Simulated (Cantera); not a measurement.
Adiabatic ignition

An adiabatic, constant-pressure homogeneous reactor starts with 7.99 % CH3OH, 19.3 % O2, 72.7 % N2, equivalence ratio 0.62, at 1050 K and 825 Torr.

Detailed kinetics in Cantera: GRI-Mech 3.0 (53 species, 325 reactions). GRI-Mech 3.0 was tuned for natural gas; its chemistry of methanol as a main component is partial and can be far from experiment.

| t (s) | T (K) | x CH3OH | x O2 | x OH | x CO2 | x NO | x H2 |
|---|---|---|---|---|---|---|---|
| 4.00e-6 | 1050 | 0.0799 | 0.193 | 3.59e-12 | 9.73e-12 | <1e-12 | 6.60e-11 |
| 1.37e-5 | 1050 | 0.0799 | 0.193 | 3.60e-12 | 3.37e-11 | <1e-12 | 2.64e-10 |
| 4.68e-5 | 1050 | 0.0799 | 0.193 | 3.63e-12 | 1.16e-10 | <1e-12 | 9.57e-10 |
| 0.000160 | 1050 | 0.0799 | 0.193 | 3.67e-12 | 3.96e-10 | <1e-12 | 3.43e-9 |
| 0.000548 | 1050 | 0.0799 | 0.193 | 3.68e-12 | 1.35e-9 | <1e-12 | 1.22e-8 |
| 0.00187 | 1050 | 0.0799 | 0.193 | 3.70e-12 | 4.63e-9 | <1e-12 | 4.25e-8 |
| 0.00641 | 1050 | 0.0799 | 0.193 | 4.01e-12 | 1.59e-8 | <1e-12 | 1.51e-7 |
| 0.0219 | 1050 | 0.0799 | 0.193 | 9.14e-12 | 5.43e-8 | <1e-12 | 6.43e-7 |
| 0.0750 | 1050 | 0.0798 | 0.193 | 1.06e-10 | 1.88e-7 | <1e-12 | 7.32e-6 |
| 0.256 | 2294 | <1e-12 | 0.0676 | 0.00644 | 0.0734 | 0.00531 | 0.00110 |
| 0.877 | 2289 | <1e-12 | 0.0662 | 0.00629 | 0.0735 | 0.00810 | 0.00108 |
| 3.00 | 2289 | <1e-12 | 0.0662 | 0.00629 | 0.0735 | 0.00810 | 0.00108 |
x: mole fraction; the columns are a selection and need not sum to one.

```json
{
  "time_of_steepest_temperature_rise": "0.167 s",
  "temperature at 3.00 s": "2289 K",
  "equilibrium_temperature": "2289 K",
  "x(CH3OH) at 3.00 s": "<1e-12 (gas-phase equilibrium <1e-12)",
  "x(O2) at 3.00 s": "0.0662 (gas-phase equilibrium 0.0662)",
  "x(OH) at 3.00 s": "0.00629 (gas-phase equilibrium 0.00629)"
}
```
